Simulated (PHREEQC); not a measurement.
A PHREEQC speciation (ion-association model, wateq4f.dat) at 20 °C gives pH 2.74 and these molalities:

```tsv
species	mol/kgw
HF	0.00232
H+	0.00190
F-	0.000979
H3BO3	0.000785
BF4-	0.000754
BF3OH-	0.000108
BF2(OH)2-	5.31e-5
H2F2	1.68e-5
HF2-	8.38e-6
BF(OH)3-	2.90e-7
```

Task: What are the element totals, and what could have been dissolved in 1 kg of water to give them?

Result: One answer among several that fit: totals B 0.00170, F 0.00680 mol/kgw, from 1.7 mmol/kgw HBF4.

No solid was allowed to form. Real BF4- forms and hydrolyses slowly; the run takes it at equilibrium.
